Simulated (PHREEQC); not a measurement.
PHREEQC input (ion-association model, wateq4f.dat):

```
SOLUTION_MASTER_SPECIES
  An  An-  0  An  62.0  # stands for a non-complexing anion
SOLUTION_SPECIES
  An- = An-
    -log_k 0
    -gamma 3.0 0
PHASES
  Fix_H+
    H+ = H+
    -log_k 0
SOLUTION 1
  temp 25
  units mmol/kgw
  pH 7 charge
  Cl 0.3042
  Ca 0.15
  Pb 0.0021
  Na 100
  An 100
END
SELECTED_OUTPUT 1
  -reset false
  -pH true
  -pe true
  -ionic_strength true
  -water true
  -totals Ca Cl Na Pb
  -molalities Hfo_wOH Hfo_wOH2+ Hfo_wO- Hfo_sOH Hfo_sOH2+ Hfo_sO- Hfo_sOHCa+2 Hfo_wOCa+ Hfo_sOPb+ Hfo_wOPb+
  -saturation_indices Portlandite Litharge Cotunnite Laurionite Halite
USER_PUNCH 1
  -headings sigma psi
  10 PUNCH EDL("sigma", "Hfo"), EDL("psi", "Hfo")
PRINT
  -reset false
USE solution 1
SURFACE 1
  Hfo_wOH 0.00157303 600 0.7
  Hfo_sOH 3.93258e-05
EQUILIBRIUM_PHASES 1
  Fix_H+ -4 HAn 10
    -force_equality true
  O2(g) -0.68 10
END
# ... the last block is repeated for the other 16 points of pH, with NaOH or the acid as the point needs
```

Selected output (columns that matter, 17 of 17 rows; pH added in front):

```
pH	mu	Ca	Na	Pb	m_Hfo_wOH	m_Hfo_wOH2+	m_Hfo_wO-	m_Hfo_sOH	si_Portlandite	si_Litharge	si_Cotunnite	si_Halite	sigma	psi
4	0.10127	0.00015	0.1	5.5586e-07	0.00020834	0.001364	7.2901e-07	5.0043e-06	-19.037	-11.409	-9.1858	-6.323	0.32108	0.14635
4.38	0.10112	0.00015	0.1	1.3907e-07	0.00035453	0.0012161	2.3677e-06	8.4219e-06	-18.276	-11.251	-9.7873	-6.3229	0.28593	0.14048
4.75	0.101	0.00015	0.1	3.1206e-08	0.00052353	0.0010435	6.0173e-06	1.24e-05	-17.536	-11.16	-10.436	-6.3228	0.24447	0.13254
5.12	0.1009	0.00014999	0.1	6.9301e-09	0.00069421	0.00086607	1.2747e-05	1.643e-05	-16.796	-11.073	-11.09	-6.3227	0.20117	0.12269
5.5	0.1008	0.00014998	0.1	1.4997e-09	0.00085065	0.00069865	2.3727e-05	2.0123e-05	-16.036	-10.979	-11.755	-6.3227	0.15922	0.11095
5.88	0.10072	0.00014994	0.1	3.2878e-10	0.0009769	0.00055686	3.9261e-05	2.3083e-05	-15.276	-10.879	-12.416	-6.3226	0.12224	0.09785
6.25	0.10065	0.0001498	0.1	7.564e-11	0.0010682	0.00044618	5.8591e-05	2.5148e-05	-14.536	-10.781	-13.058	-6.3225	0.091719	0.083952
6.62	0.10059	0.00014931	0.1	1.7624e-11	0.0011312	0.00036048	8.1319e-05	2.6296e-05	-13.798	-10.683	-13.7	-6.3225	0.066421	0.069015
7	0.10054	0.00014757	0.1	4.144e-12	0.0011722	0.00029334	0.00010732	2.603e-05	-13.043	-10.574	-14.35	-6.3225	0.045257	0.052746
7.38	0.10049	0.00014223	0.1	1.145e-12	0.0011959	0.00024007	0.00013648	2.283e-05	-12.299	-10.421	-14.958	-6.3224	0.028177	0.035929
7.75	0.10043	0.00013114	0.1	4.6321e-13	0.0012051	0.0001954	0.00017026	1.5857e-05	-11.594	-10.171	-15.447	-6.3224	0.014472	0.019527
8.12	0.10042	0.00011461	0.10007	3.0019e-13	0.0011977	0.00015644	0.00021007	8.1641e-06	-10.912	-9.79	-15.806	-6.3221	0.0023131	0.003195
8.5	0.10042	8.7749e-05	0.10017	2.7312e-13	0.0011645	0.00012013	0.00025859	3.6271e-06	-10.268	-9.3385	-16.115	-6.3216	-0.0096724	-0.013222
8.88	0.10041	4.802e-05	0.10031	2.438e-13	0.001099	8.6502e-05	0.00031988	2.0976e-06	-9.7702	-8.9871	-16.523	-6.321	-0.021904	-0.028751
9.25	0.10042	1.7547e-05	0.10045	1.8606e-13	0.0010259	6.2296e-05	0.00038704	1.772e-06	-9.4674	-8.8022	-17.078	-6.3204	-0.035846	-0.043974
9.62	0.10048	4.9331e-06	0.10058	1.421e-13	0.00095709	4.5658e-05	0.00045961	1.8444e-06	-9.2787	-8.7136	-17.73	-6.3199	-0.053561	-0.059663
10	0.1006	1.2643e-06	0.10076	1.3026e-13	0.00087768	3.2192e-05	0.00054818	2.0778e-06	-9.1103	-8.6494	-18.426	-6.3192	-0.076406	-0.075389
```

Complexes and solids missing from the database can't appear.
